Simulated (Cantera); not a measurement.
Input: 1 mol C₃H₈, 0.87 mol O₂, 4.1 mol N₂, at 798 K and 0.670 bar.

Method: chemical equilibrium by Gibbs-energy minimisation in Cantera with the NASA 1993 tables (ideal gas, pure condensed phases). Candidate condensed phases: C, C₆H₆, C₇H₈, C₈H₁₈, H₂O; 136 gas species. Kinetics and transport are ignored.

### Question
What is the equilibrium state?

### Answer
* **x(N₂)**: 0.504
* **x(H₂)**: 0.260
* **x(H₂O)**: 0.105
* **x(CH₄)**: 0.0631
* **x(CO₂)**: 0.0422
* **x(CO)**: 0.0245
* **x(NH₃)**: 0.000193
* **n(C(graphite))**: 1.94 mol
* **gas amount**: 8.127 mol
